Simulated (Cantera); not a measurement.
An adiabatic, constant-volume homogeneous reactor starts with 6.77 % CH4, 1.62 % C2H6, 19.2 % O2, 72.4 % N2, equivalence ratio 1.0, at 1500 K and 225 Torr.

Model: GRI-Mech 3.0 (53 species, 325 reactions), integrated in Cantera.

One state of this run: T (K) = 2797; P (bar) = 0.601; x CH4 = <1e-12; x C2H6 = <1e-12; x O2 = 0.0241; x H2O = 0.128; x CH3 = <1e-12; x C2H2 = <1e-12; x HCO = 4.77e-8. x: mole fraction; the columns are a selection and need not sum to one.

### Question
Which value of t (s) does it belong to?
A. 2.00e-6
B. 0.0152
C. 0.000287
D. 0.000106

### Answer
B, 0.0152
